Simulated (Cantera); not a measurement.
A perfectly stirred reactor is fed with NO : N2 = 1 : 0.18 (molar parts), at 1.80 bar; it is held at 1673 K, and followed from long to short residence time.

Computed with Cantera and GRI-Mech 3.0 (53 species, 325 reactions).

Problem. What does this change do: pressure from 1.80 bar to 10.00 Torr?

Solution. 
| quantity | before | after |
|---|---|---|
| x(NO) at τ = 9.20 s | 0.419 | 0.834 |
| x(N2O) at τ = 9.20 s | 6.84e-5 | 0.000217 |
| x(O) at τ = 9.20 s | 1.17e-5 | 4.69e-5 |
| x(O2) at τ = 9.20 s | 0.212 | 0.00650 |
| x(N2) at τ = 9.20 s | 0.366 | 0.159 |
| x(NO) at τ = 0.300 s | 0.799 | 0.847 |
| x(N2O) at τ = 0.300 s | 0.000252 | 0.000108 |
| x(O) at τ = 0.300 s | 4.44e-6 | 3.06e-5 |
| x(O2) at τ = 0.300 s | 0.0230 | 0.000132 |
| x(N2) at τ = 0.300 s | 0.176 | 0.153 |
Radical loss at walls, strong at low pressure, is not modelled.

Problem. What does this change do: NO 1 to 0.55 parts?

Solution. 
```tsv
quantity	before	after
x(NO) at τ = 9.20 s	0.419	0.388
x(N2O) at τ = 9.20 s	6.84e-5	5.86e-5
x(O) at τ = 9.20 s	1.17e-5	1.08e-5
x(O2) at τ = 9.20 s	0.212	0.182
x(N2) at τ = 9.20 s	0.366	0.429
x(NO) at τ = 0.300 s	0.799	0.715
x(N2O) at τ = 0.300 s	0.000252	0.000202
x(O) at τ = 0.300 s	4.44e-6	4.03e-6
x(O2) at τ = 0.300 s	0.0230	0.0184
x(N2) at τ = 0.300 s	0.176	0.266
```

Problem. What does this change do: N2 0.18 to 1.3 parts?

Solution. 
```csv
quantity,before,after
x(NO) at τ = 9.20 s,0.419,0.264
x(N2O) at τ = 9.20 s,6.84e-5,2.76e-5
x(O) at τ = 9.20 s,1.17e-5,7.43e-6
x(O2) at τ = 9.20 s,0.212,0.0847
x(N2) at τ = 9.20 s,0.366,0.650
x(NO) at τ = 0.300 s,0.799,0.421
x(N2O) at τ = 0.300 s,0.000252,7.04e-5
x(O) at τ = 0.300 s,4.44e-6,2.57e-6
x(O2) at τ = 0.300 s,0.0230,0.00639
x(N2) at τ = 0.300 s,0.176,0.572
```
